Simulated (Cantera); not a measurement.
**Adiabatic ignition**

An adiabatic, constant-pressure homogeneous reactor starts with H2 : O2 : N2 : H2O = 1 : 0.526 : 4.1 : 0.36 (molar parts), at 1125 K and 2250 Torr.

Cantera simulation using the H2/O2 subset of GRI-Mech 3.0, which has no nitrogen chemistry; the numbers are that mechanism's predictions, not measurements. The hydrogen kinetics of GRI-Mech 3.0 are dated; newer H2 mechanisms differ, most at raised pressure.

| t (s) | T (K) | x H2 | x O2 | x H2O | x O | x H2O2 | x H | x HO2 |
|---|---|---|---|---|---|---|---|---|
| 5.00e-6 | 1125 | 0.167 | 0.0879 | 0.0601 | 3.25e-10 | 2.36e-11 | 2.38e-9 | 7.55e-9 |
| 2.26e-5 | 1125 | 0.167 | 0.0879 | 0.0601 | 1.41e-9 | 1.14e-9 | 9.62e-9 | 9.16e-8 |
| 0.000103 | 1125 | 0.167 | 0.0879 | 0.0601 | 1.13e-8 | 8.55e-8 | 7.65e-8 | 1.90e-6 |
| 0.000464 | 2232 | 0.00612 | 0.00668 | 0.238 | 0.000384 | 1.98e-7 | 0.000768 | 1.96e-6 |
| 0.00210 | 2262 | 0.00316 | 0.00552 | 0.242 | 0.000171 | 1.25e-7 | 0.000259 | 9.68e-7 |
| 0.00952 | 2262 | 0.00316 | 0.00552 | 0.242 | 0.000171 | 1.25e-7 | 0.000259 | 9.68e-7 |
| 0.0431 | 2262 | 0.00316 | 0.00552 | 0.242 | 0.000171 | 1.25e-7 | 0.000259 | 9.68e-7 |
| 0.195 | 2262 | 0.00316 | 0.00552 | 0.242 | 0.000171 | 1.25e-7 | 0.000259 | 9.68e-7 |
| 0.883 | 2262 | 0.00316 | 0.00552 | 0.242 | 0.000171 | 1.25e-7 | 0.000259 | 9.68e-7 |
| 4.00 | 2262 | 0.00316 | 0.00552 | 0.242 | 0.000171 | 1.25e-7 | 0.000259 | 9.68e-7 |
x: mole fraction; the columns are a selection and need not sum to one.

```yaml
time_of_steepest_temperature_rise: 0.296 ms
temperature at 4.00 s: 2262 K
equilibrium_temperature: 2262 K
x(H2) at 4.00 s: 0.00316 (gas-phase equilibrium 0.00316)
x(O2) at 4.00 s: 0.00552 (gas-phase equilibrium 0.00552)
x(H2O) at 4.00 s: 0.242 (gas-phase equilibrium 0.242)
```
